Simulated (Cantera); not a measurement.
A closed system holds: 1 mol n-butane, 0.18 mol O₂, 23 mol H₂, equilibrated at 1152 °C and 0.133 bar.

Method: chemical equilibrium by Gibbs-energy minimisation in Cantera with the NASA 1993 tables (ideal gas, pure condensed phases). Candidate condensed phases: C, C₆H₆, C₇H₈, C₈H₁₈, H₂O; 110 gas species. Rates play no part.

Base state: H₂ 0.987, CO 0.0127, CH₄ 0.000489, H 1.86e-5 (mole fractions); condensed: C(graphite).

### Question
What changes in the equilibrium state with this change: n-butane replaced by C₂H₅OH?

### Answer
```json
[
 {"species": "H₂", "before": "0.987", "after": "0.950"},
 {"species": "CO", "before": "0.0127", "after": "0.0497"},
 {"species": "CH₄", "before": "0.000489", "after": "0.000453"},
 {"species": "H₂O", "before": "5.07e-6", "after": "1.91e-5"},
 {"species": "H", "before": "1.86e-5", "after": "1.82e-5"},
 {"species": "C(graphite), mol", "before": "3.63", "after": "0.628"}
]
```

### Question
What changes in the equilibrium state with this change: O₂ from 0.18 to 0.026 mol?

### Answer
| species | before | after |
|---|---|---|
| H₂ | 0.987 | 0.998 |
| CO | 0.0127 | 0.00185 |
| CH₄ | 0.000489 | 0.000500 |
| H | 1.86e-5 | 1.87e-5 |
| C(graphite), mol | 3.63 | 3.93 |
